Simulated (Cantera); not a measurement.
A freely propagating, adiabatic, planar premixed flame of CH4 : CO : O2 : N2 = 1 : 0.3 : 2.99 : 14.9 (molar parts), equivalence ratio 0.72, unburnt at 700 K and 0.987 atm; mixture-averaged transport, grid criteria slope 0.08 and curve 0.16, no radiation.

Cantera simulation using GRI-Mech 3.0 (53 species, 325 reactions); the numbers are that mechanism's predictions, not measurements. Burning velocities carry a grid error of a few per cent, more on coarse grids.

### Question
What does this change do: O2 2.99 to 2.4 parts?

### Answer
```csv
quantity,before,after
laminar burning velocity,89.1 cm/s,80.0 cm/s
thermal thickness,0.491 mm,0.547 mm
peak x(H),0.00298,0.00396
```
